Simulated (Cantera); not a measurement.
Charge: 1 mol CaO, 2 mol HF, 0.55 mol O₂, held at 1575 K and 1500 Pa.

Equilibrium computed with Cantera from the NASA thermochemical tables; the gas is ideal and each condensed phase is pure. Candidate condensed phases: Ca, CaF₂, CaO, Ca(OH)₂, H₂O; 29 gas species. Mutual solubility and eutectic melting of coexisting phases are not modelled. Kinetics and transport are ignored.

Base state: H₂O 0.521, O₂ 0.328, HF 0.149, OH 0.00106, CaF₂ 0.000658, O 5.00e-5, H₂ 3.66e-5 (mole fractions); condensed: CaF₂(s) + CaO(s).

Question: What changes in the equilibrium state with this change: temperature from 1575 K to 1825 K?

Answer: 
```tsv
species	before	after
HF	0.149	0.394
H₂O	0.521	0.297
O₂	0.328	0.272
CaF₂	0.000658	0.0319
F	3.85e-7	1.51e-5
H	2.05e-6	6.38e-5
O	5.00e-5	0.000654
CaF₂(s), mol	0.874	0
CaO(s), mol	0.125	0.397
CaF₂(l), mol	0	0.539
```
